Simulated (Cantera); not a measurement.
A closed system holds: 1 mol Pb, 0.096 mol H2S, 220 mol H2, equilibrated at 10000 Pa.

Cantera equilibrium calculation (NASA polynomials, part measured and part estimated; ideal gas, pure solids and liquids). Candidate condensed phases: Pb, PbS, S; 10 gas species. The numbers say what is thermodynamically allowed, not how fast it happens.

**Question.** At 1048 K, list the 4 most abundant gas species with their mole fractions, and the condensed phases.

**Answer.** H2 0.999, Pb 0.000447, H2S 0.000392, PbS 4.42e-5. Condensed: Pb(l).
